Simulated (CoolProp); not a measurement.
200 sccm (0 °C, 1 atm) of nitrogen bubbles through liquid R123 at 274.2 K and leaves saturated at a total pressure of 0.15 MPa (ideal gas phase). Each further row changes one setting.

The numbers come from the reference Helmholtz-energy equation of state, Younglove 1994 in CoolProp. It is a modified Benedict-Webb-Rubin equation, recast in Helmholtz form.

| case | vapour pressure (kPa) | mole fraction of vapour | delivery (mg/min) | delivery (sccm) | change of delivery for a bath 1 K warmer (%) |
|---|---|---|---|---|---|
| as stated | 34.2 | 0.228 | 404 | ? | ? |
| bath temperature 279.2 K | 42.7 | 0.285 | 544 | ? | 6.3 |
| total pressure 0.3 MPa | 34.2 | 0.114 | 176 | ? | ? |

Question: What belongs in the gaps?

Answer: 
- as stated, delivery (sccm): 59.2
- as stated, change of delivery for a bath 1 K warmer (%): 6.1
- bath temperature 279.2 K, delivery (sccm): 79.7
- total pressure 0.3 MPa, delivery (sccm): 25.8
- total pressure 0.3 MPa, change of delivery for a bath 1 K warmer (%): 5.2
